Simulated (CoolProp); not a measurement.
Properties of ethanol along the isobar 2.79 MPa (Tc = 514.7 K, pc = 6.268 MPa, ω = 0.644).

Computed with CoolProp (reference Helmholtz-energy equation of state, Schroeder 2014).

```json
[
 {"T (K)": "285.5", "phase": "liquid", "Z": "…", "cv (kJ/(kg K))": "1.957", "speed of sound (m/s)": "1202", "Prandtl number": "…"},
 {"T (K)": "294.2", "phase": "liquid", "Z": "…", "cv (kJ/(kg K))": "2.015", "speed of sound (m/s)": "1173", "Prandtl number": "17.2"},
 {"T (K)": "302.8", "phase": "liquid", "Z": "0.06515", "cv (kJ/(kg K))": "2.074", "speed of sound (m/s)": "1145", "Prandtl number": "…"},
 {"T (K)": "311.5", "phase": "liquid", "Z": "0.06394", "cv (kJ/(kg K))": "2.136", "speed of sound (m/s)": "1116", "Prandtl number": "13.4"},
 {"T (K)": "320.1", "phase": "liquid", "Z": "0.06283", "cv (kJ/(kg K))": "2.199", "speed of sound (m/s)": "1089", "Prandtl number": "12.0"},
 {"T (K)": "328.7", "phase": "liquid", "Z": "0.06180", "cv (kJ/(kg K))": "2.262", "speed of sound (m/s)": "1062", "Prandtl number": "10.8"},
 {"T (K)": "337.4", "phase": "liquid", "Z": "0.06083", "cv (kJ/(kg K))": "2.326", "speed of sound (m/s)": "1034", "Prandtl number": "…"},
 {"T (K)": "346", "phase": "liquid", "Z": "…", "cv (kJ/(kg K))": "2.389", "speed of sound (m/s)": "1007", "Prandtl number": "8.94"},
 {"T (K)": "354.7", "phase": "liquid", "Z": "0.05916", "cv (kJ/(kg K))": "2.452", "speed of sound (m/s)": "978.8", "Prandtl number": "8.18"},
 {"T (K)": "363.3", "phase": "liquid", "Z": "0.05844", "cv (kJ/(kg K))": "2.514", "speed of sound (m/s)": "950.3", "Prandtl number": "7.54"},
 {"T (K)": "372", "phase": "liquid", "Z": "0.05779", "cv (kJ/(kg K))": "2.575", "speed of sound (m/s)": "920.6", "Prandtl number": "6.96"},
 {"T (K)": "380.6", "phase": "liquid", "Z": "0.05723", "cv (kJ/(kg K))": "2.635", "speed of sound (m/s)": "…", "Prandtl number": "6.47"},
 {"T (K)": "389.3", "phase": "liquid", "Z": "0.05675", "cv (kJ/(kg K))": "2.692", "speed of sound (m/s)": "858.1", "Prandtl number": "6.02"},
 {"T (K)": "397.9", "phase": "liquid", "Z": "0.05637", "cv (kJ/(kg K))": "2.747", "speed of sound (m/s)": "825.0", "Prandtl number": "5.62"}
]
```

Task: What belongs in the gaps?

Result: 
- 285.5, Z: 0.06784
- 285.5, Prandtl number: 19.8
- 294.2, Z: 0.06644
- 302.8, Prandtl number: 15.2
- 337.4, Prandtl number: 9.80
- 346, Z: 0.05996
- 380.6, speed of sound (m/s): 890.2

Viscosity comes from a separate model (Kiselev 2005). Thermal conductivity comes from a separate model (Assael 2013).
